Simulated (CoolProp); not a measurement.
Saturated liquid density (kg/m³) of CH3F (R41): the reference equation beside estimates from Tc = 317.3 K, pc = 59.06 bar, ω = 0.200. Rackett uses Z = 0.29056 − 0.08775 ω.

Computed with CoolProp (reference Helmholtz-energy equation of state, Lemmon 2006). It is a short technical equation, of lower accuracy than the large ones.

```csv
T (K),reference,Rackett,van der Waals,Redlich-Kwong,Soave-Redlich-Kwong,Peng-Robinson
161.5,947.3,805.3,497.0,737.5,748.1,842.1
166.5,937.7,797.4,492.5,730.1,741.4,835.0
171.5,928.0,789.5,487.9,722.4,734.6,827.7
176.6,918.0,781.2,483.1,714.4,727.3,819.9
181.6,908.1,773.0,478.3,706.2,720.0,812.0
186.6,898.0,764.6,473.4,697.9,712.3,803.8
191.6,887.8,756.1,468.4,689.2,704.5,795.4
196.6,877.4,747.5,463.3,680.4,696.3,786.5
201.6,866.8,738.7,458.0,671.2,687.8,777.4
206.6,856.0,729.7,452.6,661.8,679.0,767.8
211.6,845.0,720.6,447.1,652.0,669.9,757.9
216.7,833.5,711.1,441.3,641.8,660.2,747.3
221.7,821.9,701.5,435.4,631.4,650.4,736.5
```

Absolute difference from the reference over all 13 rows, mean and median: Rackett 14.8 and 14.8 %, van der Waals 47.3 and 47.2 %, Redlich-Kwong 22.5 and 22.4 %, Soave-Redlich-Kwong 20.8 and 20.7 %, Peng-Robinson 10.5 and 10.4 %.
